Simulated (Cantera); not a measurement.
Mixture: CH₄ : CO : O₂ : N₂ : H₂O = 1 : 0.24 : 0.964 : 3.62 : 0.57 (molar parts), at 1.01 bar, adiabatic and at constant pressure. Ignition delay is the time to a rise of 400 K.

Cantera simulation using GRI-Mech 3.0 (53 species, 325 reactions); the numbers are that mechanism's predictions, not measurements.

```csv
quantity,before,after
delay at 1050 K,1.34 s,0.531 s
delay at 1250 K,56.2 ms,25.7 ms
delay at 1450 K,4.00 ms,2.07 ms
delay at 1650 K,0.470 ms,0.243 ms
delay at 1850 K,0.100 ms,47.5 µs
apparent activation energy between 1650 and 1850 K,200 kJ/mol,210 kJ/mol
```

Question: Which change was made?
A. pressure from 1.01 bar to 2.50 bar
B. CH4 1 to 0.73 parts
C. pressure from 1.01 bar to 23.0 bar
D. constant volume in place of constant pressure

Answer: A, pressure from 1.01 bar to 2.50 bar
